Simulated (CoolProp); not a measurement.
Vapour-liquid equilibrium of CHF3 (R23) (1) + R13 (2) at 1.08 MPa; x and y are mole fractions of (1).

Values from CoolProp's multi-fluid Helmholtz-energy mixture model, Penoncello 2003 and Platzer 1990; pair parameters Bell 2016. This equation is an older, rougher fit; its heat capacities, sound speeds and derivatives of the liquid may be far off and weren't checked against measurements.

### Question
Give the bubble temperature and the first vapour's composition at x = 0.05, 0.35, 0.8. Is there an azeotrope?

### Answer
x = 0.05: 248.7 K, y = 0.102; x = 0.35: 241.6 K, y = 0.436; x = 0.8: 241.4 K, y = 0.746. y crosses x between x = 0.5 and 0.65: the model has an azeotrope there.

Pair parameters are fitted to limited data, so mixtures are less certain than the pure fluids.
